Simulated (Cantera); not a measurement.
A Cantera script and its output.

```python
import numpy as np
import cantera as ct

gas = ct.Solution("gri30.yaml")
gas.TPX = 998, 57000, {'CH2O': 0.029, 'O2': 0.016, 'N2': 1}
reactor = ct.IdealGasConstPressureReactor(gas, energy="off", clone=False)
net = ct.ReactorNet([reactor])
net.rtol, net.atol = 1e-08, 1e-18
show = ['CH2O', 'O2', 'H2', 'C2H', 'CH4', 'OH']
times = np.geomspace(2e-06, 1, 11)

steps = ct.SolutionArray(gas, extra=["t"])
rows = []
print(f"{'t/s':>10s}{'T/K':>9s}{'P/Pa':>11s}" + "".join(f"{s:>11s}" for s in show))
for t in times:
    while net.time < t:
        t_next = net.step()
        steps.append(gas.state, t=t_next)
    rows.append([np.interp(t, steps.t, y) for y in (steps.T, steps.P, *steps(*show).X.T)])
    print(f"{t:10.3e}{rows[-1][0]:9.1f}{rows[-1][1]:11.4g}" + "".join(f"{x:11.3e}" for x in rows[-1][2:]))
rate = np.gradient(steps.T, steps.t)
print("integrator steps:", len(steps.t))
if steps.T.max() > steps.T[0] + 200:
    print(f"time of steepest temperature rise: {steps.t[rate.argmax()]:.4e} s")
gas.TPX = 998, 57000, {'CH2O': 0.029, 'O2': 0.016, 'N2': 1}
gas.equilibrate("TP")
print(f"equilibrium (TP): T = {gas.T:.1f} K  " + "  ".join(f"{s} {gas[s].X[0]:.3e}" for s in show))
```

It prints:

```
       t/s      T/K       P/Pa       CH2O         O2         H2        C2H        CH4         OH
 2.000e-06    998.0    5.7e+04  2.775e-02  1.531e-02  7.117e-11  2.362e-45  6.580e-24  1.237e-13
 7.429e-06    998.0    5.7e+04  2.775e-02  1.531e-02  6.106e-10  1.100e-43  1.339e-21  2.794e-13
 2.759e-05    998.0    5.7e+04  2.775e-02  1.531e-02  2.906e-09  8.468e-43  6.704e-20  3.490e-13
 1.025e-04    998.0    5.7e+04  2.775e-02  1.531e-02  1.335e-08  8.136e-42  2.913e-18  1.007e-12
 3.807e-04    998.0    5.7e+04  2.775e-02  1.531e-02  7.898e-08  3.041e-40  1.444e-16  9.066e-12
 1.414e-03    998.0    5.7e+04  2.775e-02  1.531e-02  7.370e-07  4.888e-38  8.391e-15  1.196e-10
 5.253e-03    998.0    5.7e+04  2.766e-02  1.524e-02  1.504e-05  7.936e-34  1.227e-12  2.539e-09
 1.951e-02    998.0    5.7e+04  2.298e-02  1.218e-02  8.676e-04  2.332e-27  3.581e-10  1.234e-07
 7.248e-02    998.0    5.7e+04  1.586e-09  1.177e-05  4.859e-03  2.940e-22  4.471e-09  1.035e-06
 2.692e-01    998.0    5.7e+04  1.613e-10  3.382e-07  5.880e-03  7.863e-24  4.664e-09  5.928e-08
 1.000e+00    998.0    5.7e+04  6.367e-11  5.085e-08  6.317e-03  4.525e-24  4.640e-09  1.219e-08
integrator steps: 2454
equilibrium (TP): T = 998.0 K  CH2O 4.675e-11  O2 1.265e-20  H2 1.354e-02  C2H 3.660e-29  CH4 2.488e-08  OH 7.448e-13
```

Computed with Cantera and GRI-Mech 3.0 (53 species, 325 reactions). Below about 1000 K GRI-Mech 3.0 lacks low-temperature oxidation paths.
